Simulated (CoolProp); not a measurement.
Ethanol along the isotherm 375.2 K: density (kg/m³) from the reference equation and from simpler models built on Tc = 514.7 K, pc = 6.268 MPa, ω = 0.644; each cubic takes its own stable root.

Model: reference Helmholtz-energy equation of state, Schroeder 2014, in CoolProp.

```tsv
p (MPa)	phase	reference
0.855	liquid	712.7
1.71	liquid	714.0
2.56	liquid	715.3
3.42	liquid	716.6
4.27	liquid	717.8
5.13	liquid	719.0
5.98	liquid	720.2
6.84	liquid	721.4
7.69	liquid	722.5
8.55	liquid	723.7
9.4	liquid	724.8
```

Task: How far does each simpler model (Soave-Redlich-Kwong, Peng-Robinson) lie from the reference over these 11 states: mean and median of the absolute difference, and the worst?

Result: 
- Soave-Redlich-Kwong: mean 16.1 %, median 16.1 %, worst -16.1 % at 375.2 K and 9.4 MPa
- Peng-Robinson: mean 5.3 %, median 5.3 %, worst -5.4 % at 375.2 K and 9.4 MPa
